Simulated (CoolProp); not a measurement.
Values from CoolProp's reference Helmholtz-energy equation of state, Wu 2012.

Give the vapour pressure (kPa), vapour density (kg/m³), enthalpy of vaporisation (kJ/kg), surface tension (mN/m) of saturated fluoroethane (R161) at -8.15 °C.


| T (°C) | p (kPa) | vapour density (kg/m³) | enthalpy of vaporisation (kJ/kg) | surface tension (mN/m) |
|---|---|---|---|---|
| -8.15 | 331 | 7.84 | 390 | 13.8 |

Surface tension comes from a separate correlation (Mulero 2012).
